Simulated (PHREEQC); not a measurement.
Make-up at 47 °C: 0.27 mol/kgw CuSO4 and 0.00013 mol/kgw Al(NO3)3. Closed to the air; pH follows from the charge balance.

The numbers come from PHREEQC with the ion-association model, phreeqc.dat.

```yaml
pH: 4.17
ionic_strength: 0.490 mol/kgw
activity_of_water: 0.993
specific_conductance: 25500 µS/cm
density: 1.031 g/cm³
```

```tsv
species	molality	activity	log γ
CuSO4	0.147	0.165	0.049
Cu+2	0.122	0.0293	-0.621
SO4-2	0.122	0.0240	-0.708
NO3-	0.000390	0.000236	-0.219
HSO4-	0.000367	0.000266	-0.141
Cu2(OH)2+2	0.000224	6.13e-5	-0.563
H+	8.95e-5	6.79e-5	-0.120
AlSO4+	6.72e-5	4.42e-5	-0.182
Al(SO4)2-	5.60e-5	3.68e-5	-0.182
CuOH+	6.67e-6	4.28e-6	-0.193
Al+3	5.41e-6	4.48e-7	-1.082
AlOH+2	1.17e-6	2.56e-7	-0.660
Al(OH)2+	2.31e-7	1.58e-7	-0.165
Cu(OH)2	1.17e-7	1.31e-7	0.049
AlHSO4+2	1.25e-9	3.43e-10	-0.563
Al(OH)3	1.22e-9	1.37e-9	0.049
```

This is a speciation only: nothing precipitates in the calculation. Away from 25 °C the constants follow the database's enthalpies or fits; those with neither stay at their 25 °C values.
